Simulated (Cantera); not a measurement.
## Pb + CO + H2 (iron carbonyl, mercury and lead vapours)

Input: 1 mol Pb, 0.58 mol CO, 12 mol H2, held at 34.5 Torr.

Equilibrium computed with Cantera from the NASA thermochemical tables; the gas is ideal and each condensed phase is pure. Candidate condensed phases: C, C6H6, C7H8, C8H18, H2O, Pb, PbO, PbO2, Pb3O4; 113 gas species. Equilibrium is a limit: real reactors are often held back by kinetics, nucleation or transport.

| T (K) | x H2 | x Pb | x CO | x CH4 | x H2O | x CO2 | n Pb(l) |
|---|---|---|---|---|---|---|---|
| 975 | 0.951 | 0.000199 | 0.0436 | 0.00254 | 0.00236 | 0.000173 | 0.998 |
| 1025 | 0.952 | 0.000605 | 0.0448 | 0.00130 | 0.00123 | 7.49e-5 | 0.992 |
| 1075 | 0.952 | 0.00165 | 0.0454 | 0.000704 | 0.000670 | 3.43e-5 | 0.979 |
| 1125 | 0.950 | 0.00411 | 0.0455 | 0.000400 | 0.000383 | 1.67e-5 | 0.948 |
| 1175 | 0.945 | 0.00947 | 0.0454 | 0.000236 | 0.000228 | 8.56e-6 | 0.880 |
| 1225 | 0.934 | 0.0203 | 0.0450 | 0.000144 | 0.000139 | 4.58e-6 | 0.739 |
| 1275 | 0.915 | 0.0410 | 0.0441 | 8.91e-5 | 8.67e-5 | 2.51e-6 | 0.462 |
| 1325 | 0.884 | 0.0736 | 0.0427 | 5.55e-5 | 5.42e-5 | 1.40e-6 | 0 |
x: gas mole fraction; n: condensed amount in mol.

From 975 K to 1275 K the condensed part is Pb(l). At 1325 K nothing is condensed. The main Pb-bearing gas is Pb throughout. The share of Pb in condensed phases is highest at 975 K (99.8 %) and lowest at 1325 K (0.0 %).
